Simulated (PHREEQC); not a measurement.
Make-up at 25 °C: 0.0012 mol Cu(BF4)2, 0.095 mol HCl and 0.012 mol KCl per kg of water. Closed to the air; pH follows from the charge balance.

All values are PHREEQC results (ion-association model, phreeqc.dat), not measurements.

Each row changes one thing in this solution. No solid was allowed to form.

```json
[
 {"case": "as made", "pH": "1.11", "ionic strength (mol/kgw)": "0.109"},
 {"case": "0.0015 mol/kgw NaF added", "pH": "1.12", "ionic strength (mol/kgw)": "0.109"},
 {"case": "KCl from 0.012 to 0.0012 mol/kgw", "pH": "1.11", "ionic strength (mol/kgw)": "…"},
 {"case": "Cu(BF4)2 left out", "pH": "1.11", "ionic strength (mol/kgw)": "…"},
 {"case": "HCl left out", "pH": "3.05", "ionic strength (mol/kgw)": "0.0165"},
 {"case": "KCl left out", "pH": "1.11", "ionic strength (mol/kgw)": "0.0970"},
 {"case": "HCl replaced by CuCl2 at the same molality", "pH": "2.93", "ionic strength (mol/kgw)": "0.274"},
 {"case": "KCl replaced by KHSO4 at the same molality", "pH": "1.10", "ionic strength (mol/kgw)": "0.114"},
 {"case": "diluted 10-fold with water", "pH": "2.07", "ionic strength (mol/kgw)": "0.0109"}
]
```

**Question.** Some entries are withheld; supply them.

**Answer.** 
- KCl from 0.012 to 0.0012 mol/kgw, ionic strength (mol/kgw): 0.0982
- Cu(BF4)2 left out, ionic strength (mol/kgw): 0.107

Real BF4- forms and hydrolyses slowly; the run takes it at equilibrium.
